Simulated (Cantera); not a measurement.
Input: 1 mol CaO, 1.8 mol HBr, 6.1 mol H₂, held at 2.90 mbar.

Equilibrium computed with Cantera from the NASA thermochemical tables; the gas is ideal and each condensed phase is pure. Candidate condensed phases: Br₂, Ca, CaBr₂, CaO, Ca(OH)₂, H₂O; 19 gas species. Mutual solubility and eutectic melting of coexisting phases are not modelled. Equilibrium is a limit: real reactors are often held back by kinetics, nucleation or transport.

Task: What share of the Ca ends up in condensed phases as a function of T (°C), at 327, 427, 527, 627, 727, 827, 927, 1027, 1127, 1227, 1327, 1427, 1527, 1627?

Result: 
| T (°C) | Ca condensed (%) | as |
|---|---|---|
| 327 | 100.0 | CaBr₂(s) + CaO(s) |
| 427 | 100.0 | CaBr₂(s) + CaO(s) |
| 527 | 100.0 | CaBr₂(s) + CaO(s) |
| 627 | 100.0 | CaBr₂(s) + CaO(s) |
| 727 | 99.9 | CaBr₂(s) + CaO(s) |
| 827 | 98.3 | CaBr₂(l) + CaO(s) |
| 927 | 82.9 | CaBr₂(l) + CaO(s) |
| 1027 | 42.8 | CaO(s) |
| 1127 | 38.5 | CaO(s) |
| 1227 | 35.4 | CaO(s) |
| 1327 | 33.2 | CaO(s) |
| 1427 | 32.1 | CaO(s) |
| 1527 | 31.9 | CaO(s) |
| 1627 | 32.5 | CaO(s) |
